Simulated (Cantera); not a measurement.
An adiabatic, constant-volume homogeneous reactor starts with CH₄ : H₂ : O₂ : N₂ = 1 : 0.38 : 0.995 : 3.74 (molar parts), at 1448 K and 1000000 Pa.

Cantera simulation using GRI-Mech 3.0 (53 species, 325 reactions); the numbers are that mechanism's predictions, not measurements.

**Question.** Predict: time of steepest temperature rise; temperature at 2.00 s; equilibrium temperature; x(CH₄) at 2.00 s; x(H₂) at 2.00 s; x(O₂) at 2.00 s; x(H₂O₂) at 2.00 s; x(HCN) at 2.00 s.

**Answer.** time of steepest temperature rise: 94.5 µs
temperature at 2.00 s: 2742 K
equilibrium temperature: 2742 K
x(CH₄) at 2.00 s: 5.52e-9 (gas-phase equilibrium 6.19e-9)
x(H₂) at 2.00 s: 0.204 (gas-phase equilibrium 0.204)
x(O₂) at 2.00 s: 5.24e-6 (gas-phase equilibrium 5.24e-6)
x(H₂O₂) at 2.00 s: 1.53e-8 (gas-phase equilibrium 1.53e-8)
x(HCN) at 2.00 s: 3.10e-6 (gas-phase equilibrium 3.10e-6)
